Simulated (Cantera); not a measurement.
**Thermodynamics of abatement and gas-phase synthesis, feed PH3 + H2O + O2**

Input: 1 mol PH3, 0.73 mol H2O, 0.8 mol O2, equilibrated at 1900 °C.

These are equilibrium values from Cantera (NASA tables, ideal gas, pure condensed phases), not measurements of a reactor. Candidate condensed phases: H2O, P, P4O10; 17 gas species. The ideal-gas law is rough above about 30 bar. Gases not in the tables: HPO2, HPO3 and P4O6. Equilibrium is a limit: real reactors are often held back by kinetics, nucleation or transport.

```
P (Pa)    x H2O   x H2       x H    x PO  x PO2      x P2      x OH       x O
--------  -----  -----  --------  ------  -----  --------  --------  --------
10        0.182  0.265     0.249   0.142  0.119   3.91e-6    0.0229    0.0150
120       0.249  0.363    0.0839   0.160  0.134   6.00e-5   0.00770   0.00125
1400      0.268  0.399    0.0257   0.166  0.137  0.000781   0.00232  0.000105
17000     0.289  0.400   0.00740   0.157  0.139   0.00734  0.000715   9.28e-6
210000    0.346  0.364   0.00201   0.119  0.139    0.0302  0.000256   9.89e-7
2500000   0.432  0.301  0.000530  0.0741  0.130    0.0611  0.000102   1.25e-7
30000000  0.533  0.232  0.000134  0.0384  0.108    0.0767   4.13e-5   1.68e-8
```
x: gas mole fraction; nothing condenses.

From 0.0750 Torr to 225000 Torr nothing is condensed.
